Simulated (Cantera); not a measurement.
Feed: 1 mol CuO, 130 mol H2, 0.46 mol N2, held at 43.5 Torr.

Method: chemical equilibrium by Gibbs-energy minimisation in Cantera with the NASA 1993 tables (ideal gas, pure condensed phases). Candidate condensed phases: Cu, CuO, Cu(OH)2, Cu2O, H2O; 27 gas species. Rates play no part.

Which condensed phases are stable at each of these points (T (K)): 1600, 1650, 1700, 1750, 1800, 1850, 1900, 1950, 2000, 2050, 2100?


```csv
T (K),condensed phases,Cu condensed (%)
1600,Cu(l),91.0
1650,Cu(l),81.7
1700,Cu(l),64.1
1750,Cu(l),32.2
1800,gas only,0.0
1850,gas only,0.0
1900,gas only,0.0
1950,gas only,0.0
2000,gas only,0.0
2050,gas only,0.0
2100,gas only,0.0
```

From 1600 K to 1750 K the condensed part is Cu(l). From 1800 K to 2100 K nothing is condensed.
